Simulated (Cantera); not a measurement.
An adiabatic, constant-volume homogeneous reactor starts with H₂ : O₂ : N₂ : H₂O = 1 : 0.649 : 2.44 : 0.27 (molar parts), equivalence ratio 0.77, at 1148 K and 1900000 Pa. Integrator tolerance rtol = 1e-08.

Computed with Cantera and GRI-Mech 3.0 (53 species, 325 reactions). The hydrogen kinetics of GRI-Mech 3.0 are dated; newer H2 mechanisms differ, most at raised pressure. The pressure lies above the range GRI-Mech 3.0 was tuned for (to about 10 atm).

Q: What does this change do: initial temperature 1148 to 1475 K?

A: 
```csv
quantity,before,after
time of steepest temperature rise,0.421 ms,1.80 µs
temperature at 0.100 s,2877 K,3032 K
equilibrium temperature,2877 K,3032 K
x(H₂) at 0.100 s,0.00795 (gas-phase equilibrium 0.00795),0.0144 (gas-phase equilibrium 0.0144)
x(O₂) at 0.100 s,0.0303 (gas-phase equilibrium 0.0303),0.0297 (gas-phase equilibrium 0.0297)
x(H₂O) at 0.100 s,0.308 (gas-phase equilibrium 0.308),0.295 (gas-phase equilibrium 0.295)
x(NO₂) at 0.100 s,2.17e-5 (gas-phase equilibrium 2.17e-5),2.08e-5 (gas-phase equilibrium 2.08e-5)
x(N₂O) at 0.100 s,4.49e-6 (gas-phase equilibrium 4.49e-6),4.90e-6 (gas-phase equilibrium 4.90e-6)
x(OH) at 0.100 s,0.0171 (gas-phase equilibrium 0.0171),0.0246 (gas-phase equilibrium 0.0246)
x(H) at 0.100 s,0.00147 (gas-phase equilibrium 0.00147),0.00355 (gas-phase equilibrium 0.00355)
```
Above 3000 K some thermodynamic fits are extrapolated.

Q: What does this change do: 0.082 parts NO added?

A: 
```csv
quantity,before,after
time of steepest temperature rise,0.421 ms,13.4 µs
temperature at 0.100 s,2877 K,2890 K
equilibrium temperature,2877 K,2890 K
x(H₂) at 0.100 s,0.00795 (gas-phase equilibrium 0.00795),0.00725 (gas-phase equilibrium 0.00725)
x(O₂) at 0.100 s,0.0303 (gas-phase equilibrium 0.0303),0.0380 (gas-phase equilibrium 0.0380)
x(H₂O) at 0.100 s,0.308 (gas-phase equilibrium 0.308),0.302 (gas-phase equilibrium 0.302)
x(NO₂) at 0.100 s,2.17e-5 (gas-phase equilibrium 2.17e-5),2.74e-5 (gas-phase equilibrium 2.74e-5)
x(N₂O) at 0.100 s,4.49e-6 (gas-phase equilibrium 4.49e-6),5.10e-6 (gas-phase equilibrium 5.10e-6)
x(OH) at 0.100 s,0.0171 (gas-phase equilibrium 0.0171),0.0184 (gas-phase equilibrium 0.0184)
x(H) at 0.100 s,0.00147 (gas-phase equilibrium 0.00147),0.00146 (gas-phase equilibrium 0.00146)
```
The mechanism lacks 2 NO + O2 → 2 NO2 and HONO, so NO2 and the effect of NO are under-described below about 1400 K.
